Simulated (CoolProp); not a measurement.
Properties of methanol along the isotherm 403.5 K.

Computed with CoolProp (reference Helmholtz-energy equation of state, de Reuck 1993).

```tsv
p (MPa)	phase	cv (kJ/(kg K))	fugacity coefficient
0.013	gas	(withheld)	0.9985
0.0267	gas	1.372	0.9969
0.0548	gas	1.385	0.9935
0.112	gas	1.415	0.9867
0.231	gas	(withheld)	(withheld)
0.474	gas	(withheld)	0.9419
0.974	liquid	2.778	0.7760
2	liquid	(withheld)	(withheld)
4.11	liquid	2.762	(withheld)
```

### Question
Complete the blanks.

### Answer

- 0.013, cv (kJ/(kg K)): 1.365
- 0.231, cv (kJ/(kg K)): 1.501
- 0.231, fugacity coefficient: 0.9724
- 0.474, cv (kJ/(kg K)): 1.892
- 2, cv (kJ/(kg K)): 2.773
- 2, fugacity coefficient: 0.3834
- 4.11, fugacity coefficient: 0.1922
